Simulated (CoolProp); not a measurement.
Model: reference Helmholtz-energy equation of state, Schmidt 1985, in CoolProp.

Question: For oxygen, give the phase and the conductivity (mW/(m K)) at 199.8 K and 0.272 MPa.

Answer: 
- 199.8 K and 0.272 MPa: gas; conductivity 18.3

Thermal conductivity comes from a separate model (Lemmon 2004).
